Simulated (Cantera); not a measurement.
Input (Python, Cantera):

```python
import numpy as np
import cantera as ct

gas = ct.Solution("h2o2.yaml")
gas.TPX = 548, 600000, {'H2': 1, 'O2': 0.2, 'N2': 0.752}
flame = ct.FreeFlame(gas, width=0.011)
flame.set_refine_criteria(ratio=3, slope=0.08, curve=0.16)
flame.transport_model = "mixture-averaged"
flame.solve(loglevel=0, auto=True)
z, T = flame.grid, flame.T
thick = (T[-1] - T[0]) / np.gradient(T, z).max()
show = ['H2', 'O2', 'H2O', 'O', 'H', 'H2O2']
print(f"laminar burning velocity  {flame.velocity[0] * 100:.3f} cm/s")
print(f"burnt temperature         {T[-1]:.1f} K")
print(f"thermal thickness         {thick * 1e3:.4f} mm")
print(f"grid points               {len(z)}")
z0 = z[flame.heat_release_rate.argmax()]
print(f"{'z/mm':>9s}{'T/K':>9s}{'u/(m/s)':>9s}" + "".join(f"{s:>11s}" for s in show))
rows = []
for k in (-3, -2, -1.5, -1, -0.5, -0.25, 0, 0.25, 0.5, 1, 2, 4, 8):
    zz = z0 + k * thick
    rows.append([k * thick, np.interp(zz, z, T), np.interp(zz, z, flame.velocity),
                 *(np.interp(zz, z, flame.X[gas.species_index(s)]) for s in show)])
    print(f"{rows[-1][0] * 1e3:9.3f}{rows[-1][1]:9.1f}{rows[-1][2]:9.3f}" + "".join(f"{x:11.3e}" for x in rows[-1][3:]))
```

It prints:

```
laminar burning velocity  682.068 cm/s
burnt temperature         2111.9 K
thermal thickness         0.0465 mm
grid points               110
     z/mm      T/K  u/(m/s)         H2         O2        H2O          O          H       H2O2
   -0.139    548.0    6.821  5.123e-01  1.025e-01  1.797e-09  1.387e-12  3.077e-14  5.120e-12
   -0.093    548.0    6.821  5.123e-01  1.025e-01  6.951e-08  1.142e-10  2.602e-12  2.684e-10
   -0.070    548.2    6.822  5.122e-01  1.025e-01  9.351e-07  2.017e-09  4.938e-11  4.430e-09
   -0.046    550.2    6.839  5.115e-01  1.026e-01  1.720e-05  4.894e-08  4.176e-09  1.081e-07
   -0.023    623.7    7.612  4.997e-01  1.032e-01  2.972e-03  1.182e-05  1.027e-04  2.249e-05
   -0.012    909.6   10.761  4.657e-01  9.469e-02  2.960e-02  1.881e-04  3.450e-03  5.751e-05
    0.000   1287.2   14.875  4.093e-01  6.808e-02  8.947e-02  9.187e-04  1.702e-02  2.009e-05
    0.012   1557.2   17.862  3.562e-01  3.393e-02  1.560e-01  1.255e-03  3.348e-02  3.417e-06
    0.023   1701.8   19.469  3.280e-01  1.313e-02  1.959e-01  8.033e-04  4.137e-02  1.449e-06
    0.046   1822.0   20.753  3.166e-01  1.816e-03  2.186e-01  2.750e-04  3.987e-02  5.288e-07
    0.093   1913.6   21.670  3.211e-01  1.065e-04  2.235e-01  1.260e-04  3.005e-02  2.167e-07
    0.186   1988.2   22.393  3.276e-01  1.959e-05  2.253e-01  5.932e-05  1.986e-02  1.016e-07
    0.372   2042.0   22.903  3.327e-01  7.562e-06  2.268e-01  2.349e-05  1.211e-02  4.406e-08
```

Detailed kinetics in Cantera: the H2/O2 subset of GRI-Mech 3.0, which has no nitrogen chemistry. The hydrogen kinetics of GRI-Mech 3.0 are dated; newer H2 mechanisms differ, most at raised pressure. Burning velocities carry a grid error of a few per cent, more on coarse grids.
